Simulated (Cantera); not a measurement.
Mixture: CO : H2 : CH4 : O2 : N2 : CO2 = 1 : 0.37 : 0.45 : 1.58 : 9.99 : 0.51 (molar parts), equivalence ratio 1.0, at 230000 Pa, adiabatic and at constant volume. Ignition delay is the time to a rise of 400 K.

Cantera simulation using GRI-Mech 3.0 (53 species, 325 reactions); the numbers are that mechanism's predictions, not measurements.

Question: Predict: delay at 1025 K; delay at 1125 K; delay at 1225 K; delay at 1325 K; apparent activation energy between 1275 and 1375 K.

Answer: 
| Property | Result |
|---|---|
| delay at 1025 K | 5.08 ms |
| delay at 1125 K | 1.49 ms |
| delay at 1225 K | 0.622 ms |
| delay at 1325 K | 0.291 ms |
| apparent activation energy between 1275 and 1375 K | 100 kJ/mol |
